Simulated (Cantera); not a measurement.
Feed: 1 mol CaCl₂, 0.043 mol O₂, 0.1 mol H₂, equilibrated at 1502 °C and 77.0 Pa.

Method: chemical equilibrium by Gibbs-energy minimisation in Cantera with the NASA 1993 tables (ideal gas, pure condensed phases). Candidate condensed phases: Ca, CaCl₂, CaO, Ca(OH)₂, H₂O; 21 gas species. Condensed phases not in the tables: oxide chlorides. Kinetics and transport are ignored.

**Question.** What is the equilibrium state?

**Answer.** 
```
Property                                 Result
-----------------------------------  ----------
x(CaCl₂)                                  0.838
x(HCl)                                    0.124
x(H₂)                                    0.0157
x(H₂O)                                   0.0118
x(Cl)                                   0.00795
x(H)                                    0.00131
x(CaCl)                                0.000580
x(OH)                                   6.12e-5
x(O)                                    3.97e-6
n(CaO(s))                            0.0729 mol
gas amount                            1.105 mol
log10 activity of CaCl₂(l) (absent)       -1.78
log10 activity of Ca(l) (absent)          -8.60
```
